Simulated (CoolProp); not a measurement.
Vapour-liquid equilibrium of R113 (1) + acetone (2) at 26.9 kPa; x and y are mole fractions of (1).

Computed with CoolProp (multi-fluid Helmholtz-energy mixture model, Marx 1992 and Lemmon 2006; pair parameters Bell 2016).

Task: Give the bubble temperature and the first vapour's composition at x = 0.25, 0.45, 0.55. Is there an azeotrope?

Result: x = 0.25: 12.8 °C, y = 0.471; x = 0.45: 10.7 °C, y = 0.590; x = 0.55: 10.2 °C, y = 0.633. y crosses x between x = 0.65 and 0.75: the model has an azeotrope there.

The pair parameters rest on a limited set of measurements; away from them the model extrapolates.
